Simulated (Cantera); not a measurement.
A perfectly stirred reactor is fed with CH4 : N2 = 1 : 32 (molar parts), at 21.8 Torr; it is held at 1550 K, and followed from long to short residence time.

Computed with Cantera and GRI-Mech 3.0 (53 species, 325 reactions). GRI-Mech 3.0 stops at C3 and has no aromatics, soot or wall deposition, so with more carbon than oxygen in the feed, carbon stays in small species such as C2H2 where larger ones or solid carbon would form. Radical loss at walls, strong at low pressure, is not modelled.

Q: What does this change do: temperature 1550 to 1573 K?

A: 
```tsv
quantity	before	after
x(CH4) at τ = 2.10 s	0.0165	0.0139
x(C2H) at τ = 2.10 s	8.52e-9	1.48e-8
x(HCN) at τ = 2.10 s	1.79e-7	4.10e-7
x(CH2) at τ = 2.10 s	6.62e-8	9.28e-8
x(CH3) at τ = 2.10 s	0.000168	0.000180
x(CH4) at τ = 22.0 ms	0.0303	0.0302
x(C2H) at τ = 22.0 ms	<1e-12	2.93e-12
x(HCN) at τ = 22.0 ms	<1e-12	2.49e-12
x(CH2) at τ = 22.0 ms	1.57e-9	3.67e-9
x(CH3) at τ = 22.0 ms	3.30e-5	5.02e-5
```

Q: What does this change do: temperature 1550 to 1250 K?

A: 
```
quantity                 before     after
---------------------  --------  --------
x(CH4) at τ = 2.10 s     0.0165    0.0303
x(C2H) at τ = 2.10 s    8.52e-9    <1e-12
x(HCN) at τ = 2.10 s    1.79e-7    <1e-12
x(CH2) at τ = 2.10 s    6.62e-8  2.32e-12
x(CH3) at τ = 2.10 s   0.000168   1.57e-6
x(CH4) at τ = 22.0 ms    0.0303    0.0303
x(C2H) at τ = 22.0 ms    <1e-12    <1e-12
x(HCN) at τ = 22.0 ms    <1e-12    <1e-12
x(CH2) at τ = 22.0 ms   1.57e-9    <1e-12
x(CH3) at τ = 22.0 ms   3.30e-5   2.67e-8
```

Q: What does this change do: pressure from 21.8 Torr to 218 Torr?

A: 
```
quantity                 before     after
---------------------  --------  --------
x(CH4) at τ = 2.10 s     0.0165    0.0112
x(C2H) at τ = 2.10 s    8.52e-9   5.75e-9
x(HCN) at τ = 2.10 s    1.79e-7   1.85e-7
x(CH2) at τ = 2.10 s    6.62e-8   1.14e-8
x(CH3) at τ = 2.10 s   0.000168   5.52e-5
x(CH4) at τ = 22.0 ms    0.0303    0.0292
x(C2H) at τ = 22.0 ms    <1e-12  1.52e-10
x(HCN) at τ = 22.0 ms    <1e-12  3.11e-10
x(CH2) at τ = 22.0 ms   1.57e-9   2.22e-8
x(CH3) at τ = 22.0 ms   3.30e-5  0.000129
```
